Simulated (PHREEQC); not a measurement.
Make-up at 25 °C: 0.0059 mol/kgw H2SO4, 0.00012 mol/kgw Na2SO4 and 0.08 mol/kgw KBr. Closed to the air; pH follows from the charge balance.

Equilibrium calculation in PHREEQC: ion-association model, phreeqc.dat.

### Question
The ionic strength comes out as 0.0935 mol/kgw. What activity coefficients do KSO4-, SO4-2, H+, K+, NaSO4- get?

### Answer
KSO4- 0.79, SO4-2 0.38, H+ 0.83, K+ 0.77, NaSO4- 0.79.

No solid was allowed to form.
